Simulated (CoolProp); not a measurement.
A simple Rankine cycle with methanol: condensing at 329.15 K, boiler at 3.27 MPa, turbine inlet 464.4 K, turbine efficiency 0.6, pump efficiency 0.7, no recuperator. Each further row changes one setting.

Values from CoolProp's reference Helmholtz-energy equation of state, de Reuck 1993.

```
case                             thermal efficiency (%)  net work (kJ/kg)  heat in (kJ/kg)  turbine exit temperature (K)  volume ratio over the turbine
-------------------------------  ----------------------  ----------------  ---------------  ----------------------------  -----------------------------
as stated                                          14.2                 …             1160                         329.2                              …
turbine inlet 484.4 K                              14.6                 …             1260                         329.2                           36.7
condensing temperature 321.15 K                    15.1               178             1180                         321.1                           55.4
boiler pressure 2.29 MPa                           13.5                 …             1250                         329.2                           25.7
turbine efficiency 0.5                             11.8               136             1160                         329.2                           41.3
```

### Question
Fill in the missing entries.

### Answer

- as stated, net work (kJ/kg): 165
- as stated, volume ratio over the turbine: 40.2
- turbine inlet 484.4 K, net work (kJ/kg): 184
- boiler pressure 2.29 MPa, net work (kJ/kg): 169

The expansion ends wet for: as stated; turbine inlet 484.4 K; condensing temperature 321.15 K; boiler pressure 2.29 MPa; turbine efficiency 0.5.
